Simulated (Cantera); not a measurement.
Feed: 1 mol CCl4, 0.049 mol H2.

Method: chemical equilibrium by Gibbs-energy minimisation in Cantera with the NASA 1993 tables (ideal gas, pure condensed phases). Candidate condensed phases: C, C6H6, C7H8, C8H18; 91 gas species. Equilibrium is a limit: real reactors are often held back by kinetics, nucleation or transport.

Stable condensed phases, one row left out:

```
T in K \ P in Pa
              1    4.2     18     75    320   1300   5600  24000 100000
   2700       A      A      B      B      B      B      B      B      B
   2550       A      B      B      B      B      B      B      B      B
   2475       B      B      B      B      B      B      B      B      B
   2400       B      B      B      B      B      B      B      B      B
   2325       B      B      B      B      B      B      B      B      B
   2250       B      B      B      B      B      B      B      B      B
   2175       B      B      B      B      B      B      B      B      B
   2100       B      B      B      B      B      B      B      B      B
   2025       B      B      B      B      B      B      B      B      B
   1950       B      B      B      B      B      B      B      B      B
   1875       B      B      B      B      B      B      B      B      B
```

A: gas only; B: C.

Give the row for 2625 K.

1: gas only; 4.2: gas only; 18: C; 75: C; 320: C; 1300: C; 5600: C; 24000: C; 100000: C.
